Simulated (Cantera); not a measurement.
Input: 1 mol C3H6, 1.5 mol CO2, 6.8 mol H2, equilibrated at 1750 K and 13.3 mbar.

These are equilibrium values from Cantera (NASA tables, ideal gas, pure condensed phases), not measurements of a reactor. Candidate condensed phases: C, C6H6, C7H8, C8H18, H2O; 110 gas species. Equilibrium is a limit: real reactors are often held back by kinetics, nucleation or transport.

Base state: H2 0.764, CO 0.234, H 0.00176, C2H2 (acetylene) 8.78e-5 (mole fractions); condensed: C(graphite).

Problem. What changes in the equilibrium state with this change: C3H6 replaced by C2H5OH?

Solution. 
```json
[
 {"species": "H2", "before": "0.764", "after": "0.701"},
 {"species": "CO", "before": "0.234", "after": "0.259"},
 {"species": "H2O", "before": "8.78e-7", "after": "0.0341"},
 {"species": "C2H2 (acetylene)", "before": "8.78e-5", "after": "<1e-9"},
 {"species": "CO2", "before": "7.43e-8", "after": "0.00348"},
 {"species": "H", "before": "0.00176", "after": "0.00169"},
 {"species": "C(graphite), mol", "before": "1.50", "after": "0"}
]
```
